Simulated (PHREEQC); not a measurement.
Make-up at 25 °C: 58 mmol/kgw Cd(NO3)2, 1.8 mmol/kgw CuCl2 and 15 mmol/kgw HCl. Closed to the air; pH follows from the charge balance.

Model: ion-association model, phreeqc.dat, run in PHREEQC.

This is a speciation only: nothing precipitates in the calculation.

Problem. Order these Cl species by the share of Cl that they hold, largest first: CdCl2, CdCl+, Cl-.

Solution. CdCl+ (56 %), Cl- (42 %), CdCl2 (1.9 %)

The pH is 1.92 and the ionic strength 0.166 mol/kgw. Complexes and solids missing from the database can't appear.
